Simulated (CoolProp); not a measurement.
Computed with CoolProp (reference Helmholtz-energy equation of state, Beckmüller 2019).

### Question
Give the vapour pressure (kPa), liquid cp (kJ/(kg K)), vapour Z, liquid viscosity (µPa s) of saturated n-octane at 413.3, 430.1 K.

### Answer
```csv
T (K),p (kPa),liquid cp (kJ/(kg K)),vapour Z,liquid viscosity (µPa s)
413.3,149,2.72,0.926,180
430.1,224,2.80,0.902,158
```

Viscosity comes from a separate model (Huber 2004).
